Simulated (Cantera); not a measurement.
Input: 1 mol SiH4, 0.17 mol NH3, 0.57 mol H2, 95 mol N2, at 24.0 mbar.

These are equilibrium values from Cantera (NASA tables, ideal gas, pure condensed phases), not measurements of a reactor. Candidate condensed phases: Si, Si3N4; 18 gas species. The tables' values for SiN are old estimates; treat these amounts as uncertain. The numbers say what is thermodynamically allowed, not how fast it happens.

log p: log10 of the partial pressure in bar; n: condensed amount in mol.

```
T (K)  log p N2  log p H2  log p H  log p Si  log p Si2N  n Si3N4(s)  n Si(l)
-----  --------  --------  -------  --------  ----------  ----------  -------
1700      -1.63     -3.16    -5.41     -6.95       -8.51       0.333        0
1725      -1.63     -3.16    -5.31     -6.65       -8.12       0.333        0
1750      -1.63     -3.16    -5.21     -6.35       -7.75       0.333        0
1775      -1.63     -3.16    -5.12     -6.06       -7.38       0.332        0
1800      -1.63     -3.16    -5.03     -5.78       -7.03       0.331        0
1825      -1.63     -3.16        …         …           …       0.328        0
1850      -1.63     -3.16    -4.85     -5.24       -6.34       0.324        0
1875      -1.63     -3.17        …         …           …           0    0.953
1900      -1.63     -3.17    -4.68     -4.90       -6.03           0    0.936
1925      -1.63     -3.17    -4.60     -4.76       -5.93           0    0.913
1950      -1.63     -3.17    -4.53     -4.62       -5.83           0    0.882
```

**Question.** What belongs in the gaps?

**Answer.** 
- 1875, log p H: -4.77
- 1875, log p Si: -5.04
- 1875, log p Si2N: -6.13
- 1825, log p H: -4.94
- 1825, log p Si: -5.51
- 1825, log p Si2N: -6.68
